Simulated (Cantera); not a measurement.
Input: 1 mol CH₂F₂, 0.15 mol CH₄, 9.4 mol H₂, at 0.200 bar.

These are equilibrium values from Cantera (NASA tables, ideal gas, pure condensed phases), not measurements of a reactor. Candidate condensed phases: C, C₆H₆, C₇H₈, C₈H₁₈; 95 gas species. Kinetics and transport are ignored.

x: gas mole fraction; n: condensed amount in mol.

| T (K) | x H₂ | x H | x HF | x C₂H₂ (acetylene) | x C₂H | n C(graphite) |
|---|---|---|---|---|---|---|
| 1325 | 0.828 | 3.33e-6 | 0.171 | 7.05e-7 | <1e-12 | 1.14 |
| 1525 | 0.829 | 4.82e-5 | 0.171 | 1.00e-5 | 1.28e-12 | 1.15 |
| 1725 | 0.828 | 0.000378 | 0.171 | 7.63e-5 | 2.19e-10 | 1.15 |
| 1925 | 0.827 | 0.00194 | 0.171 | 0.000379 | 1.28e-8 | 1.14 |
| 2125 | 0.821 | 0.00736 | 0.170 | 0.00138 | 3.44e-7 | 1.12 |
| 2325 | 0.805 | 0.0221 | 0.169 | 0.00394 | 5.19e-6 | 1.06 |
| 2525 | 0.769 | 0.0550 | 0.166 | 0.00924 | 5.00e-5 | (withheld) |
| 2725 | 0.703 | 0.117 | 0.161 | 0.0181 | 0.000335 | (withheld) |
| 2925 | 0.599 | 0.216 | 0.152 | 0.0298 | 0.00165 | (withheld) |
| 3125 | 0.472 | 0.351 | 0.139 | 0.0285 | 0.00432 | (withheld) |

What belongs in the gaps?


- 2525, n C(graphite): 0.923
- 2725, n C(graphite): 0.677
- 2925, n C(graphite): 0.255
- 3125, n C(graphite): 0
